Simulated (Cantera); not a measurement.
A perfectly stirred reactor is fed with 0.199 % CO, 0.338 % O₂, 0.0308 % H₂O, 99.4 % N₂, at 9.87 atm; it is held at 1273 K, and followed from long to short residence time.

Model: GRI-Mech 3.0 (53 species, 325 reactions), integrated in Cantera.

Predict: x(CO) at τ = 3.10 s; x(O₂) at τ = 3.10 s; x(H₂O) at τ = 3.10 s; x(OH) at τ = 3.10 s; x(NO) at τ = 3.10 s; x(CO) at τ = 36.0 ms; x(O₂) at τ = 36.0 ms; x(H₂O) at τ = 36.0 ms; x(OH) at τ = 36.0 ms; x(NO) at τ = 36.0 ms.


```
Quantity                  Value
---------------------  --------
x(CO) at τ = 3.10 s     4.26e-5
x(O₂) at τ = 3.10 s     0.00241
x(H₂O) at τ = 3.10 s   0.000308
x(OH) at τ = 3.10 s     5.14e-7
x(NO) at τ = 3.10 s     6.62e-7
x(CO) at τ = 36.0 ms    0.00120
x(O₂) at τ = 36.0 ms    0.00298
x(H₂O) at τ = 36.0 ms  0.000306
x(OH) at τ = 36.0 ms    5.61e-7
x(NO) at τ = 36.0 ms    9.21e-8
```
